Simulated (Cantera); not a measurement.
An isothermal, constant-pressure homogeneous reactor starts with 1.59 % C2H6, 98.4 % N2, at 1125 K and 100.0 Torr.

Computed with Cantera and GRI-Mech 3.0 (53 species, 325 reactions). GRI-Mech 3.0 stops at C3 and has no aromatics, soot or wall deposition, so with more carbon than oxygen in the feed, carbon stays in small species such as C2H2 where larger ones or solid carbon would form.

Q: Predict: x(C2H6) at 100 s; x(CH4) at 100 s; x(H2) at 100 s; x(C2H4) at 100 s; x(CH3) at 100 s; x(H) at 100 s.

A: 
```json
{
 "x(C2H6) at 100 s": "2.75e-6 (gas-phase equilibrium 5.29e-7)",
 "x(CH4) at 100 s": "0.00156 (gas-phase equilibrium 0.00507)",
 "x(H2) at 100 s": "0.0264 (gas-phase equilibrium 0.0229)",
 "x(C2H4) at 100 s": "0.00217 (gas-phase equilibrium 0.000438)",
 "x(CH3) at 100 s": "9.57e-8 (gas-phase equilibrium 7.60e-8)",
 "x(H) at 100 s": "8.70e-8 (gas-phase equilibrium 1.85e-8)"
}
```
